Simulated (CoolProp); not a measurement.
Vapour pressure (MPa) of normal hydrogen: the reference equation beside estimates from Tc = 33.1 K, pc = 1.296 MPa, ω = -0.219. Clausius-Clapeyron is anchored at 22 K with a constant enthalpy of vaporisation of 0.8853 kJ/mol.

Computed with CoolProp (reference Helmholtz-energy equation of state, Leachman 2009).

```csv
T (K),reference,Clausius-Clapeyron,van der Waals
22,0.1591,0.1591,0.1970
23.3,0.2196,0.2085,0.2656
24.6,0.2947,(withheld),0.3480
25.9,0.3862,0.3298,0.4454
27.3,0.5053,0.4072,0.5679
28.6,0.6371,0.4862,0.6989
29.9,0.7914,0.5716,(withheld)
31.2,0.9711,0.6631,1.013
32.5,(withheld),0.7601,1.198
```

Problem. Some entries are withheld; supply them.

Solution. 
- 24.6, Clausius-Clapeyron: 0.2654
- 29.9, van der Waals: 0.8472
- 32.5, reference: 1.180

Absolute difference from the reference over all 9 rows, mean and median: Clausius-Clapeyron 18.6 and 19.4 %, van der Waals 12.6 and 12.4 %.
